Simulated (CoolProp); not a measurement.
The fluid at 424.66 K and 0.822 MPa (gas) is heated at constant pressure to 464 K. The same conditions are run with several fluids, on thermodynamics alone (safety and materials aside).

Values from CoolProp's reference Helmholtz-energy equation of state of each fluid (carbon monoxide: Lemmon 2006; ethane: Bücker 2006; ammonia: Gao 2020; R21: Platzer 1990; R124: de Vries 1995). The equations of Platzer and Polt are older, rougher fits.

Q: Rank carbon monoxide, ethane, ammonia, R21, R124 by heat (kJ/kg), highest first.

A: ammonia (96.2), ethane (94.3), carbon monoxide (41.7), R124 (37.2), R21 (29.9)

| fluid | final density (kg/m³) |
|---|---|
| carbon monoxide | 5.95 |
| ethane | 6.50 |
| ammonia | 3.69 |
| R21 | 23.1 |
| R124 | 30.5 |
